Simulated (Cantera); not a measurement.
Feed: 1 mol CsCl, 0.56 mol O2, 0.43 mol N2, held at 2075 K and 0.0190 bar.

Equilibrium computed with Cantera from the NASA thermochemical tables; the gas is ideal and each condensed phase is pure. Candidate condensed phases: Cs, CsCl; 18 gas species. Equilibrium is a limit: real reactors are often held back by kinetics, nucleation or transport.

Base state: CsCl 0.496, O2 0.275, N2 0.212, NO 0.00554, O 0.00443, Cl 0.00366, Cs 0.00362, Cs2Cl2 7.44e-5 (mole fractions); condensed: gas only.

### Question
What changes in the equilibrium state with this change: temperature from 2075 K to 2175 K?

### Answer
| species | before | after |
|---|---|---|
| CsCl | 0.496 | 0.490 |
| O2 | 0.275 | 0.270 |
| N2 | 0.212 | 0.210 |
| O | 0.00443 | 0.00869 |
| Cs | 0.00362 | 0.00653 |
| Cl | 0.00366 | 0.00659 |
| CsO | 4.12e-5 | 7.11e-5 |
| Cs2Cl2 | 7.44e-5 | 4.65e-5 |
| NO | 0.00554 | 0.00699 |
